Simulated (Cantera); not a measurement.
An isothermal, constant-pressure homogeneous reactor starts with 7.89 % H₂, 14.6 % O₂, 77.5 % N₂, equivalence ratio 0.27, at 1250 K and 0.990 bar.

Computed with Cantera and GRI-Mech 3.0 (53 species, 325 reactions). The temperature is held fixed by assumption; the heat of reaction is taken as removed at once.

x: mole fraction; the columns are a selection and need not sum to one.

```json
[
 {"t (s)": "4.00e-6", "x H₂": "0.0789", "x O₂": "0.146", "x NO": "<1e-12", "x H": "9.61e-9", "x HO₂": "8.63e-9", "x N₂O": "<1e-12"},
 {"t (s)": "2.46e-5", "x H₂": "0.0789", "x O₂": "0.146", "x NO": "<1e-12", "x H": "5.77e-6", "x HO₂": "1.02e-6", "x N₂O": "3.47e-12"},
 {"t (s)": "0.000151", "x H₂": "0.000949", "x O₂": "0.111", "x NO": "3.43e-6", "x H": "0.000332", "x HO₂": "3.74e-5", "x N₂O": "?"},
 {"t (s)": "0.000928", "x H₂": "2.21e-5", "x O₂": "0.111", "x NO": "3.37e-6", "x H": "8.48e-7", "x HO₂": "2.44e-6", "x N₂O": "2.02e-7"},
 {"t (s)": "0.00570", "x H₂": "5.66e-7", "x O₂": "0.111", "x NO": "3.39e-6", "x H": "1.31e-8", "x HO₂": "1.63e-7", "x N₂O": "2.11e-7"},
 {"t (s)": "0.0351", "x H₂": "4.88e-8", "x O₂": "0.111", "x NO": "3.43e-6", "x H": "5.75e-10", "x HO₂": "2.38e-8", "x N₂O": "2.10e-7"},
 {"t (s)": "0.215", "x H₂": "1.06e-8", "x O₂": "0.111", "x NO": "3.43e-6", "x H": "6.35e-11", "x HO₂": "1.27e-8", "x N₂O": "?"},
 {"t (s)": "1.32", "x H₂": "8.64e-9", "x O₂": "0.111", "x NO": "3.43e-6", "x H": "4.57e-11", "x HO₂": "1.28e-8", "x N₂O": "?"},
 {"t (s)": "8.14", "x H₂": "8.60e-9", "x O₂": "0.111", "x NO": "3.43e-6", "x H": "4.54e-11", "x HO₂": "1.28e-8", "x N₂O": "1.44e-8"},
 {"t (s)": "50.0", "x H₂": "8.60e-9", "x O₂": "0.111", "x NO": "3.43e-6", "x H": "4.54e-11", "x HO₂": "1.28e-8", "x N₂O": "1.43e-8"}
]
```

Task: Fill in the missing entries.

Result: 
- 0.000151, x N₂O: 1.57e-7
- 0.215, x N₂O: 1.80e-7
- 1.32, x N₂O: 6.86e-8
